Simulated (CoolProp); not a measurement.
Model: reference Helmholtz-energy equation of state, Platzer 1990, in CoolProp. This equation is an older, rougher fit; its heat capacities, sound speeds and derivatives of the liquid may be far off and weren't checked against measurements.

Question: Give the vapour pressure (MPa), liquid density (kg/m³), vapour density (kg/m³), liquid viscosity (µPa s) of saturated CF4 (R14) at 139, 159.4, 166.2 K.

Answer: 
```tsv
T (K)	p (MPa)	liquid density (kg/m³)	vapour density (kg/m³)	liquid viscosity (µPa s)
139	0.0645	1640	5.04	262
159.4	0.251	1520	17.9	183
166.2	0.363	1480	25.4	164
```

Viscosity comes from a separate model (Huber 2003), an estimate that may be off by 10 % or more.
